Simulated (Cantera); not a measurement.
Feed: 1 mol SiO2, 14 mol HCl, equilibrated at 1698.15 K and 0.120 bar.

Equilibrium computed with Cantera from the NASA thermochemical tables; the gas is ideal and each condensed phase is pure. Candidate condensed phases: H2O, Si, SiO2; 30 gas species. The tables' values for SiCl3 are old estimates; treat these amounts as uncertain. The tables hold silica as quartz up to 1696 K and as liquid above; real silica turns to tridymite and cristobalite and melts near 1996 K. Rates play no part.

Problem. What is the equilibrium state?

Solution. 
```json
{
  "x(HCl)": "0.990",
  "x(Cl)": "0.00587",
  "x(H2)": "0.00300",
  "x(H2O)": "0.000829",
  "x(SiCl4)": "0.000367",
  "x(Cl2)": "0.000114",
  "x(SiCl3)": "3.65e-5",
  "x(H)": "2.29e-5",
  "x(SiO)": "8.01e-6",
  "n(SiO2(condensed))": "0.994 mol",
  "gas_amount": "14.04 mol",
  "log10 activity of Si(l) (absent)": "-8.21"
}
```
